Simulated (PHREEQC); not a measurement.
Consider water at 25 °C with 0.0013 mol HF and 0.056 mol (NH4)2SiF6 per kg of water. Closed to the air; pH follows from the charge balance.

All values are PHREEQC results (ion-association model, phreeqc.dat), not measurements.

Question: The ionic strength comes out as 0.169 mol/kgw. What activity coefficients do H+, SiF6-2, F-, HF2-, NH4+ get?

Answer: H+ 0.80, SiF6-2 0.32, F- 0.72, HF2- 0.75, NH4+ 0.70.

No solid was allowed to form. The solution is supersaturated, for example in Quartz (slow to form), Chalcedony (slow to form), so a real one may precipitate; this is no full list. Complexes and solids missing from the database can't appear. SiF6-2 is the database's only silicon fluoride.
